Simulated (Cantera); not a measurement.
What does this Cantera script print?

```python
import numpy as np
import cantera as ct

gas_names = """
    H HNO HNO2 HNO3 HO2 H2 H2O H2O2 N NH NH2 NH3 NH2OH NO NO2 NO3 N2 N2H2 N2H4 N2O O OH O2 O3 Pb PbO Pb2
""".split()
cond_names = """
    H2O(s) H2O(L) Pb(cr) Pb(L) PbO(rd) PbO(yw) PbO(L) PbO2(s) Pb3O4(s)
""".split()


def load(file, names, dense=False):
    # The tables refer to 1 bar. Condensed volumes are neglected.
    table = {s.name: s for s in ct.Species.list_from_file(file)}
    out = []
    for n in names:
        d = dict(table[n].input_data)
        d["thermo"] = dict(d["thermo"], **{"reference-pressure": 1e5})
        if dense:
            d["equation-of-state"] = {"model": "constant-volume", "density": "1e6 g/cm^3"}
        out.append(ct.Species.from_dict(d))
    return out


gas = ct.Solution(thermo="ideal-gas", species=load("nasa_gas.yaml", gas_names))
cond = {s.name: ct.Solution(thermo="fixed-stoichiometry", species=[s], name=s.name)
        for s in load("nasa_condensed.yaml", cond_names, dense=True)}
atoms = {
    'PbO': {'Pb': 1, 'O': 1},
    'H2': {'H': 2},
    'N2': {'N': 2},
}
top_T = {'Pb3O4(s)': 820}  # K; cautious upper limits of use, not melting points


def equilibrate(T, P, feed):
    n = {}
    for name, mol in feed.items():
        for a, k in atoms[name].items():
            n[a] = n.get(a, 0.0) + k * mol
    gas.TPX = T, P, n
    mass = sum(n.values()) * gas.mean_molecular_weight
    gas.equilibrate("TP")
    valid = [c for c in cond.values() if c.min_temp <= T <= top_T.get(c.name, c.max_temp)]
    mix = ct.Mixture([(gas, mass / gas.mean_molecular_weight)] + [(c, 0.0) for c in valid])
    mix.T, mix.P = T, P
    mix.equilibrate("TP", solver="vcs", rtol=1e-11, max_steps=5000)
    return mix


results = []
T = 1100  # K
P = 133.322  # Pa
for m in [13, 29, 65, 150, 320, 720, 1600]:
    feed = {'PbO': 1, 'H2': m, 'N2': 0.8}  # mol
    mix = equilibrate(T, P, feed)
    results.append((T, P, feed, dict(zip(mix.species_names, mix.species_moles))))
    x = sorted(zip(gas.X, gas.species_names), reverse=True)
    print(f"T = {T:g} K  P = {P:g} Pa  n(H2) = {m:g} mol  gas = {mix.phase_moles(0):.4g} mol")
    print("   x: " + "  ".join(f"{s} {v:.3e}" for v, s in x if v > 0.0001))
    print("   condensed (mol): " + ("  ".join(f"{mix.phase(i).name} {mix.phase_moles(i):.4g}"
          for i in range(1, mix.n_phases) if mix.phase_moles(i) > 1e-12) or "none"))
```

Output:

```
T = 1100 K  P = 133.322 Pa  n(H2) = 13 mol  gas = 14.8 mol
   x: H2 8.108e-01  H2O 6.757e-02  Pb 6.757e-02  N2 5.405e-02
   condensed (mol): none
T = 1100 K  P = 133.322 Pa  n(H2) = 29 mol  gas = 30.8 mol
   x: H2 9.091e-01  H2O 3.247e-02  Pb 3.247e-02  N2 2.597e-02
   condensed (mol): none
T = 1100 K  P = 133.322 Pa  n(H2) = 65 mol  gas = 66.8 mol
   x: H2 9.581e-01  H2O 1.497e-02  Pb 1.497e-02  N2 1.198e-02
   condensed (mol): none
T = 1100 K  P = 133.322 Pa  n(H2) = 150 mol  gas = 151.8 mol
   x: H2 9.816e-01  H2O 6.588e-03  Pb 6.588e-03  N2 5.270e-03
   condensed (mol): none
T = 1100 K  P = 133.322 Pa  n(H2) = 320 mol  gas = 321.8 mol
   x: H2 9.913e-01  H2O 3.108e-03  Pb 3.108e-03  N2 2.486e-03
   condensed (mol): none
T = 1100 K  P = 133.322 Pa  n(H2) = 720 mol  gas = 721.8 mol
   x: H2 9.961e-01  H2O 1.385e-03  Pb 1.385e-03  N2 1.108e-03
   condensed (mol): none
T = 1100 K  P = 133.322 Pa  n(H2) = 1600 mol  gas = 1602 mol
   x: H2 9.983e-01  H2O 6.243e-04  Pb 6.243e-04  N2 4.994e-04
   condensed (mol): none
```

Cantera equilibrium calculation (NASA polynomials, part measured and part estimated; ideal gas, pure solids and liquids).
